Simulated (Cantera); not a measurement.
What does this Cantera script print?

```python
import numpy as np
import cantera as ct

gas_names = [...]  # 113 gases of nasa_gas.yaml made of C, H, O, Ti
cond_names = """
    C(gr) C6H6(L) C7H8(L) C8H18(L),n-octa H2O(s) H2O(L) Ti(a) Ti(b) Ti(L) TiC(s) TiC(L) TiO(a) TiO(b)
    TiO(L) TiO2(ru) TiO2(L) Ti2O3(a) Ti2O3(b) Ti2O3(L) Ti3O5(a) Ti3O5(b) Ti3O5(L) Ti4O7(s) Ti4O7(L)
""".split()


# ... load() reads the species with a 1 bar reference pressure and builds the phases ...
atoms = {
    'Ti(OiPr)4': {'Ti': 1, 'C': 12, 'H': 28, 'O': 4},
    'C3H8': {'C': 3, 'H': 8},
}
top_T = {'C(gr)': 4500}  # K; cautious upper limits of use, not melting points


# ... equilibrate(T, P, feed) seeds the gas with the atoms and calls Mixture.equilibrate('TP', solver="vcs", rtol=1e-11, max_steps=5000) ...
results = []
feed = {'Ti(OiPr)4': 1, 'C3H8': 0.14}  # mol
P = 6200  # Pa
for T in [1300, 1400, 1500, 1600, 1700, 1800, 1900]:
    mix = equilibrate(T, P, feed)
    results.append((T, P, feed, dict(zip(mix.species_names, mix.species_moles))))
    x = sorted(zip(gas.X, gas.species_names), reverse=True)
    print(f"T = {T:g} K  P = {P:g} Pa  gas = {mix.phase_moles(0):.4g} mol")
    print("   x: " + "  ".join(f"{s} {v:.3e}" for v, s in x if v > 1e-06))
    print("   condensed (mol): " + ("  ".join(f"{mix.phase(i).name} {mix.phase_moles(i):.4g}"
          for i in range(1, mix.n_phases) if mix.phase_moles(i) > 1e-12) or "none"))
```

Output:

```
T = 1300 K  P = 6200 Pa  gas = 17.55 mol
   x: H2 8.288e-01  CO 1.707e-01  CH4 3.350e-04  H2O 7.998e-05  CO2 9.346e-06  H 4.045e-06
   condensed (mol): C(gr) 9.019  TiC(s) 0.3989  Ti3O5(b) 0.2004
T = 1400 K  P = 6200 Pa  gas = 18.56 mol
   x: H2 7.843e-01  CO 2.155e-01  CH4 1.647e-04  H2O 3.903e-05  H 1.730e-05  CO2 4.941e-06  C2H2,acetylene 1.976e-06
   condensed (mol): C(gr) 7.418  TiC(s) 1
T = 1500 K  P = 6200 Pa  gas = 18.56 mol
   x: H2 7.843e-01  CO 2.155e-01  CH4 9.801e-05  H 6.261e-05  H2O 1.800e-05  C2H2,acetylene 7.078e-06  CO2 1.911e-06
   condensed (mol): C(gr) 7.418  TiC(s) 1
T = 1600 K  P = 6200 Pa  gas = 18.56 mol
   x: H2 7.842e-01  CO 2.155e-01  H 1.934e-04  CH4 6.225e-05  C2H2,acetylene 2.157e-05  H2O 9.158e-06
   condensed (mol): C(gr) 7.418  TiC(s) 1
T = 1700 K  P = 6200 Pa  gas = 18.56 mol
   x: H2 7.839e-01  CO 2.155e-01  H 5.239e-04  C2H2,acetylene 5.754e-05  CH4 4.173e-05  H2O 5.053e-06
   condensed (mol): C(gr) 7.417  TiC(s) 1
T = 1800 K  P = 6200 Pa  gas = 18.57 mol
   x: H2 7.832e-01  CO 2.154e-01  H 1.273e-03  C2H2,acetylene 1.374e-04  CH4 2.926e-05  H2O 2.982e-06
   condensed (mol): C(gr) 7.414  TiC(s) 1
T = 1900 K  P = 6200 Pa  gas = 18.59 mol
   x: H2 7.816e-01  CO 2.152e-01  H 2.818e-03  C2H2,acetylene 2.985e-04  CH4 2.129e-05  H2O 1.861e-06  CH3 1.538e-06
   condensed (mol): C(gr) 7.409  TiC(s) 1
```

These are equilibrium values from Cantera (NASA tables, ideal gas, pure condensed phases), not measurements of a reactor. The feed counts by its element totals alone. Mutual solubility and eutectic melting of coexisting phases are not modelled. TiC: taken at fixed stoichiometry.
